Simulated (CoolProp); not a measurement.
Saturated liquid density (kg/m³) of sulfur hexafluoride: the reference equation beside estimates from Tc = 318.7 K, pc = 3.755 MPa, ω = 0.210. Rackett uses Z = 0.29056 − 0.08775 ω.

Values from CoolProp's reference Helmholtz-energy equation of state, Guder 2009.

```csv
T (K),reference,Rackett,van der Waals,Redlich-Kwong,Soave-Redlich-Kwong,Peng-Robinson
254,1682,1736,1071,1514,1574,1787
260.2,1644,1696,(withheld),1468,(withheld),(withheld)
266.4,1604,1653,1018,1420,(withheld),1679
272.5,1563,1609,989.8,1369,1427,1619
278.7,1517,1561,959.0,1313,(withheld),1553
284.9,1467,1510,925.7,1254,1308,1481
291.1,1412,1453,889.2,1189,1239,1401
297.2,(withheld),1389,848.9,1117,(withheld),1312
303.4,1277,1314,801.7,1035,1074,1207
```

### Question
What belongs in the gaps?

### Answer

- 260.2, van der Waals: 1045
- 260.2, Soave-Redlich-Kwong: 1528
- 260.2, Peng-Robinson: 1734
- 266.4, Soave-Redlich-Kwong: 1479
- 278.7, Soave-Redlich-Kwong: 1370
- 297.2, reference: 1351
- 297.2, Soave-Redlich-Kwong: 1163

Absolute difference from the reference over all 9 rows, mean and median: Rackett 3.0 and 2.9 %, van der Waals 36.8 and 36.8 %, Redlich-Kwong 13.8 and 13.4 %, Soave-Redlich-Kwong 10.3 and 9.7 %, Peng-Robinson 3.6 and 3.6 %.
